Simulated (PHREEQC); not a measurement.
Consider water at 25 °C with 0.013 mol ZnSO4, 0.0011 mol CuCl2, 0.00041 mol HCl and 4.6e-05 mol Na2SO4 per kg of water. Closed to the air; pH follows from the charge balance.

Equilibrium calculation in PHREEQC: ion-association model, phreeqc.dat.

Q: The ionic strength comes out as 0.0369 mol/kgw. What activity coefficients do Zn(SO4)2-2, ZnCl+, H+, SO4-2, NaSO4- get?

A: Zn(SO4)2-2 0.49, ZnCl+ 0.84, H+ 0.87, SO4-2 0.50, NaSO4- 0.85.

No solid was allowed to form. Complexes and solids missing from the database can't appear.
